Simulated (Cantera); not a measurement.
Feed: 1 mol B, 0.39 mol H₂O, 100 mol N₂, equilibrated at 0.260 bar.

Cantera equilibrium calculation (NASA polynomials, part measured and part estimated; ideal gas, pure solids and liquids). Candidate condensed phases: B, BN, B₂O₃, B₃O₃H₃, H₂O; 39 gas species. Rates play no part.

**Question.** At 1698 K, list the 6 most abundant gas species with their mole fractions, and the condensed phases.

**Answer.** N₂ 0.995, H₂ 0.00356, B₂O₃ 0.000905, HBO₂ 0.000408, HBO 0.000213, B₂O₂ 5.93e-5. Condensed: BN(s).
